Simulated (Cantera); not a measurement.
Cantera run:

```python
import numpy as np
import cantera as ct

gas_names = """
    C CN CO COS CO2 CS CS2 C2 CCN CNC C2N2 C2O C3 C3O2 C4 C4N2 C5 N NCO NO NO2 NO3 N2 N2O O O2 O3 S SN
    SO SO2 SO3 S2 S2O S8
""".split()
cond_names = """
    C(gr) S(cr1) S(cr2) S(L)
""".split()


# ... load() reads the species with a 1 bar reference pressure and builds the phases ...
atoms = {
    'CO2': {'C': 1, 'O': 2},
    'O2': {'O': 2},
    'N2': {'N': 2},
    'SO2': {'S': 1, 'O': 2},
}
top_T = {'C(gr)': 4500}  # K; cautious upper limits of use, not melting points


# ... equilibrate(T, P, feed) seeds the gas with the atoms and calls Mixture.equilibrate('TP', solver="vcs", rtol=1e-11, max_steps=5000) ...
results = []
feed = {'CO2': 1, 'O2': 0.054, 'N2': 0.34, 'SO2': 0.035}  # mol
P = 35  # Pa
for T in [2575, 2625, 2675, 2725, 2775, 2825, 2875, 2925, 2975]:
    mix = equilibrate(T, P, feed)
    results.append((T, P, feed, dict(zip(mix.species_names, mix.species_moles))))
    x = sorted(zip(gas.X, gas.species_names), reverse=True)
    print(f"T = {T:g} K  P = {P:g} Pa  gas = {mix.phase_moles(0):.4g} mol")
    print("   x: " + "  ".join(f"{s} {v:.3e}" for v, s in x if v > 1e-06))
    print("   condensed (mol): " + ("  ".join(f"{mix.phase(i).name} {mix.phase_moles(i):.4g}"
          for i in range(1, mix.n_phases) if mix.phase_moles(i) > 1e-12) or "none"))
```

It prints:

```
T = 2575 K  P = 35 Pa  gas = 2.246 mol
   x: CO 4.063e-01  O 3.076e-01  N2 1.479e-01  O2 7.692e-02  CO2 3.889e-02  SO 7.751e-03  NO 6.851e-03  SO2 4.734e-03  S 3.093e-03  N 1.180e-05
   condensed (mol): none
T = 2625 K  P = 35 Pa  gas = 2.312 mol
   x: CO 4.056e-01  O 3.418e-01  N2 1.438e-01  O2 6.021e-02  CO2 2.691e-02  SO 7.602e-03  NO 6.482e-03  S 4.391e-03  SO2 3.142e-03  N 1.785e-05  S2 1.292e-06
   condensed (mol): none
T = 2675 K  P = 35 Pa  gas = 2.368 mol
   x: CO 4.038e-01  O 3.707e-01  N2 1.405e-01  O2 4.566e-02  CO2 1.844e-02  SO 6.970e-03  NO 6.033e-03  S 5.866e-03  SO2 1.938e-03  N 2.666e-05  S2 1.585e-06
   condensed (mol): none
T = 2725 K  P = 35 Pa  gas = 2.415 mol
   x: CO 4.016e-01  O 3.940e-01  N2 1.380e-01  O2 3.378e-02  CO2 1.258e-02  S 7.379e-03  SO 5.995e-03  NO 5.544e-03  SO2 1.118e-03  N 3.931e-05  S2 1.749e-06
   condensed (mol): none
T = 2775 K  P = 35 Pa  gas = 2.451 mol
   x: O 4.118e-01  CO 3.995e-01  N2 1.362e-01  O2 2.455e-02  S 8.788e-03  CO2 8.579e-03  NO 5.048e-03  SO 4.879e-03  SO2 6.103e-04  N 5.729e-05  S2 1.752e-06
   condensed (mol): none
T = 2825 K  P = 35 Pa  gas = 2.478 mol
   x: O 4.252e-01  CO 3.977e-01  N2 1.349e-01  O2 1.765e-02  S 9.998e-03  CO2 5.870e-03  NO 4.568e-03  SO 3.802e-03  SO2 3.200e-04  N 8.252e-05  S2 1.621e-06
   condensed (mol): none
T = 2875 K  P = 35 Pa  gas = 2.498 mol
   x: O 4.349e-01  CO 3.962e-01  N2 1.340e-01  O2 1.263e-02  S 1.097e-02  NO 4.120e-03  CO2 4.041e-03  SO 2.871e-03  SO2 1.636e-04  N 1.175e-04  S2 1.412e-06
   condensed (mol): none
T = 2925 K  P = 35 Pa  gas = 2.513 mol
   x: O 4.419e-01  CO 3.951e-01  N2 1.334e-01  S 1.172e-02  O2 9.036e-03  NO 3.710e-03  CO2 2.803e-03  SO 2.125e-03  N 1.655e-04  SO2 8.252e-05  S2 1.178e-06
   condensed (mol): none
T = 2975 K  P = 35 Pa  gas = 2.524 mol
   x: O 4.469e-01  CO 3.943e-01  N2 1.329e-01  S 1.227e-02  O2 6.482e-03  NO 3.341e-03  CO2 1.962e-03  SO 1.555e-03  N 2.307e-04  SO2 4.152e-05
   condensed (mol): none
```

Equilibrium computed with Cantera from the NASA thermochemical tables; the gas is ideal and each condensed phase is pure.
